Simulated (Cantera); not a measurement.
A perfectly stirred reactor is fed with 4.49 % CH₄, 15.2 % O₂, 57.0 % N₂, 23.3 % H₂O, at 33000 Pa; it is adiabatic with a 375 K inlet, and is followed from long to short residence time, starting on the burning branch (τ in s: 0.13, 0.058, 0.027, 0.012, 0.0056, 0.0026, 0.0012, 0.00054, 0.00025, 0.00011, 5.1e-05, 2.4e-05).

Detailed kinetics in Cantera: GRI-Mech 3.0 (53 species, 325 reactions).

**Question.** Predict: blow-out, bracketed by the residence times tried; x(CH₄) at τ = 0.130 s; x(O₂) at τ = 0.130 s; x(H₂O) at τ = 0.130 s; x(NO) at τ = 0.130 s; x(HCO) at τ = 0.130 s; x(CH₄) at τ = 1.20 ms; x(O₂) at τ = 1.20 ms; x(H₂O) at τ = 1.20 ms.

**Answer.** 
| Property | Value |
|---|---|
| blow-out, bracketed by the residence times tried | burning at 5.60 ms, out at 2.60 ms |
| x(CH₄) at τ = 0.130 s | 5.48e-5 |
| x(O₂) at τ = 0.130 s | 0.0627 |
| x(H₂O) at τ = 0.130 s | 0.322 |
| x(NO) at τ = 0.130 s | 2.28e-7 |
| x(HCO) at τ = 0.130 s | 3.38e-8 |
| x(CH₄) at τ = 1.20 ms | 0.0449 |
| x(O₂) at τ = 1.20 ms | 0.152 |
| x(H₂O) at τ = 1.20 ms | 0.233 |
